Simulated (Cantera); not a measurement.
**Premixed flame**

A freely propagating, adiabatic, planar premixed flame of 19.5 % H2, 19.1 % O2, 61.3 % N2, unburnt at 700 K and 6750 Torr; mixture-averaged transport, grid criteria slope 0.08 and curve 0.16, no radiation.

Model: the H2/O2 subset of GRI-Mech 3.0, which has no nitrogen chemistry, integrated in Cantera. The hydrogen kinetics of GRI-Mech 3.0 are dated; newer H2 mechanisms differ, most at raised pressure. Burning velocities carry a grid error of a few per cent, more on coarse grids. Lean hydrogen flames are cellular in practice and burn faster than this planar one.

```csv
z (mm),T (K),u (m/s),x H2,x O2,x H,x H2O,x HO2,x OH
-0.100,700,2.61,0.193,0.192,<1e-8,2.09e-5,2.32e-7,<1e-8
-0.0669,702,2.60,0.188,0.193,<1e-8,0.000145,1.98e-6,<1e-8
-0.0501,706,2.59,0.180,0.195,<1e-8,0.000553,9.18e-6,<1e-8
-0.0334,727,2.62,0.162,0.198,2.43e-8,0.00324,7.47e-5,3.13e-8
-0.0167,903,3.13,0.116,0.196,5.58e-5,0.0282,0.000822,6.38e-5
-0.00836,1189,4.05,0.0782,0.179,0.000787,0.0717,0.000921,0.000746
0,1516,5.13,0.0417,0.150,0.00263,0.127,0.000563,0.00301
0.00836,1740,5.88,0.0188,0.126,0.00328,0.166,0.000308,0.00619
0.0167,1868,6.31,0.00884,0.115,0.00250,0.185,0.000177,0.00804
0.0334,1980,6.67,0.00316,0.109,0.00101,0.197,7.53e-5,0.00789
0.0669,2044,6.87,0.000997,0.108,0.000210,0.203,2.54e-5,0.00539
0.134,2068,6.94,0.000288,0.109,3.56e-5,0.206,9.48e-6,0.00317
0.267,2075,6.96,0.000129,0.109,1.20e-5,0.206,6.25e-6,0.00226
```
x: mole fraction of selected species; z is measured from the peak of heat release.

```
Item                         Result
------------------------  ---------
laminar burning velocity   261 cm/s
thermal thickness         0.0334 mm
peak x(H)                   0.00331
peak x(HO2)                0.000997
peak x(OH)                  0.00837
grid points                     110
```
